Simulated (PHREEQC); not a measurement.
Dissolve 8.9 mmol/kgw HF, 23 mmol/kgw (CH3)4NF, 79 mmol/kgw (NH4)2SiF6 and 0.09 mmol/kgw H2SO4 at 25 °C. Closed to the air; pH follows from the charge balance.

The numbers come from PHREEQC with the ion-association model, phreeqc.dat.

No solid was allowed to form.

Q: Order these S species by the share of S that they hold, largest first: SO4-2, HSO4-, NH4SO4-.

A: SO4-2 (67 %), NH4SO4- (32 %), HSO4- (0.85 %)

Q: Order these F species by the share of F that they hold, largest first: HF, F-, SiF6-2, HF2-.

A: SiF6-2 (94 %), F- (4.5 %), HF (1.6 %), HF2- (0.27 %)

The pH is 3.44 and the ionic strength 0.261 mol/kgw. (CH3)4N+ isn't in the database: it is added as a free cation with an ion size of 4 Å. SiF6-2 is the database's only silicon fluoride.
